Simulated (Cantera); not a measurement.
A perfectly stirred reactor is fed with H2 : O2 : N2 = 1.6 : 1 : 2.4 (molar parts), equivalence ratio 0.80, at 100000 Pa; it is held at 1075 K, and followed from long to short residence time.

Model: the H2/O2 subset of GRI-Mech 3.0, which has no nitrogen chemistry, integrated in Cantera. The temperature is held fixed by assumption; the heat of reaction is taken as removed at once.

x: mole fraction; the columns are a selection and need not sum to one.

```tsv
τ (s)	x H2	x O2	x H2O2	x H2O	x O
3.1	0.00363	0.0493	1.58e-5	0.377	5.79e-7
0.92	(withheld)	0.0517	(withheld)	0.371	(withheld)
0.28	(withheld)	(withheld)	(withheld)	0.357	(withheld)
0.083	0.0421	0.0675	0.000145	0.331	4.01e-6
0.025	0.0648	0.0783	0.000161	0.304	8.68e-6
0.0074	0.0740	0.0827	9.41e-5	0.293	2.51e-5
0.0022	0.0796	0.0854	3.85e-5	0.286	7.72e-5
0.00067	0.0934	0.0920	1.73e-5	0.269	0.000209
0.00020	0.120	0.105	1.04e-5	0.236	0.000507
```

**Question.** Some entries are withheld; supply them.

**Answer.** 
- 0.92, x H2: 0.00868
- 0.92, x H2O2: 3.99e-5
- 0.92, x O: 1.23e-6
- 0.28, x H2: 0.0203
- 0.28, x O2: 0.0572
- 0.28, x H2O2: 8.47e-5
- 0.28, x O: 2.23e-6
